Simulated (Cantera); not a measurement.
A Cantera script and what it prints.

```python
import numpy as np
import cantera as ct

gas_names = """
    AL ALCL ALCL2 ALCL3 ALH ALN AL2 AL2CL6 CL CL2 H HCL H2 N NH NH2 NH3 N2 N2H2 N2H4
""".split()
cond_names = """
    AL(cr) AL(L) ALCL3(s) ALCL3(L) ALN(s) NH4CL(a) NH4CL(b)
""".split()


def load(file, names, dense=False):
    # The tables refer to 1 bar. Condensed volumes are neglected.
    table = {s.name: s for s in ct.Species.list_from_file(file)}
    out = []
    for n in names:
        d = dict(table[n].input_data)
        d["thermo"] = dict(d["thermo"], **{"reference-pressure": 1e5})
        if dense:
            d["equation-of-state"] = {"model": "constant-volume", "density": "1e6 g/cm^3"}
        out.append(ct.Species.from_dict(d))
    return out


gas = ct.Solution(thermo="ideal-gas", species=load("nasa_gas.yaml", gas_names))
cond = {s.name: ct.Solution(thermo="fixed-stoichiometry", species=[s], name=s.name)
        for s in load("nasa_condensed.yaml", cond_names, dense=True)}
atoms = {
    'AlN': {'AL': 1, 'N': 1},
    'Cl2': {'CL': 2},
    'H2': {'H': 2},
}
top_T = {'ALN(s)': 2750}  # K; cautious upper limits of use, not melting points


def equilibrate(T, P, feed):
    n = {}
    for name, mol in feed.items():
        for a, k in atoms[name].items():
            n[a] = n.get(a, 0.0) + k * mol
    gas.TPX = T, P, n
    mass = sum(n.values()) * gas.mean_molecular_weight
    gas.equilibrate("TP")
    valid = [c for c in cond.values() if c.min_temp <= T <= top_T.get(c.name, c.max_temp)]
    mix = ct.Mixture([(gas, mass / gas.mean_molecular_weight)] + [(c, 0.0) for c in valid])
    mix.T, mix.P = T, P
    mix.equilibrate("TP", solver="vcs", rtol=1e-11, max_steps=5000)
    return mix


results = []
T = 898  # K
P = 13332.2  # Pa
for m in [0.22, 0.27, 0.34, 0.41, 0.51, 0.63, 0.78, 0.96, 1.2, 1.5]:
    feed = {'AlN': 1, 'Cl2': 0.022, 'H2': m}  # mol
    mix = equilibrate(T, P, feed)
    results.append((T, P, feed, dict(zip(mix.species_names, mix.species_moles))))

top = {s: max(r[3][s] / sum(r[3][g] for g in gas_names) for r in results) for s in gas_names}
cols = sorted((s for s in top if top[s] > 1e-06), key=lambda s: -top[s])[:6]
seen = [c for c in cond_names if any(r[3].get(c, 0) > 1e-12 for r in results)]
print("log10 of partial pressures in bar; condensed amounts in mol")
print(f"{'n(H2)':>10s}" + "".join(f"{s[:9]:>10s}" for s in cols + seen))
for T, P, feed, n in results:
    ng = sum(n[g] for g in gas_names)
    print(f"{feed['H2']:10.4g}" + "".join(f"{np.log10(max(n[s] / ng * P / 1e5, 1e-99)):10.3f}" for s in cols)
          + "".join(f"{n.get(c, 0):10.4g}" for c in seen))
```

Output:

```
log10 of partial pressures in bar; condensed amounts in mol
     n(H2)        H2       HCL     ALCL3        N2    AL2CL6       NH3    ALN(s)
      0.22    -0.935    -1.995    -2.329    -2.629    -4.973    -5.626    0.9915
      0.27    -0.925    -2.043    -2.436    -2.736    -5.186    -5.666    0.9919
      0.34    -0.916    -2.101    -2.560    -2.860    -5.435    -5.714    0.9925
      0.41    -0.910    -2.150    -2.665    -2.965    -5.644    -5.758     0.993
      0.51    -0.904    -2.210    -2.791    -3.092    -5.896    -5.812    0.9935
      0.63    -0.899    -2.271    -2.917    -3.218    -6.148    -5.867    0.9941
      0.78    -0.895    -2.335    -3.048    -3.350    -6.411    -5.927    0.9946
      0.96    -0.892    -2.399    -3.180    -3.482    -6.675    -5.988    0.9951
       1.2    -0.889    -2.470    -3.326    -3.628    -6.967    -6.057    0.9957
       1.5    -0.886    -2.545    -3.477    -3.779    -7.269    -6.128    0.9962
```

Equilibrium computed with Cantera from the NASA thermochemical tables; the gas is ideal and each condensed phase is pure.
